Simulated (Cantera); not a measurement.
Mixture: CH4 : O2 : N2 : CO2 = 1 : 1.11 : 4.78 : 1.6 (molar parts), at 1.20 bar, adiabatic and at constant volume. Ignition delay is the time to a rise of 400 K.

Cantera simulation using GRI-Mech 3.0 (53 species, 325 reactions); the numbers are that mechanism's predictions, not measurements.

Task: What does this change do: pressure from 1.20 bar to 1.00 bar?

Result: 
| quantity | before | after |
|---|---|---|
| delay at 1200 K | 82.3 ms | 96.8 ms |
| delay at 1350 K | 11.4 ms | 13.2 ms |
| delay at 1500 K | 1.96 ms | 2.23 ms |
| delay at 1650 K | 0.439 ms | 0.505 ms |
| apparent activation energy between 1575 and 1725 K | 200 kJ/mol | 200 kJ/mol |
